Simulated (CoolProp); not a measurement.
Ethane at 298.15 K and 1.6 MPa is compressed adiabatically to 2.83 MPa with isentropic efficiency 0.9. Each further row changes one setting.

The numbers come from the reference Helmholtz-energy equation of state, Bücker 2006 in CoolProp.

```tsv
case	work (kJ/kg)	final temperature (K)	final density (kg/m³)
as stated	46.8	[?]	[?]
efficiency 1	[?]	330.7	[?]
efficiency 0.65	64.7	340.7	[?]
```

Task: Complete the blanks.

Result: 
- as stated, final temperature (K): 332.7
- as stated, final density (kg/m³): 36.9
- efficiency 1, work (kJ/kg): 42.1
- efficiency 1, final density (kg/m³): 37.3
- efficiency 0.65, final density (kg/m³): 35.4
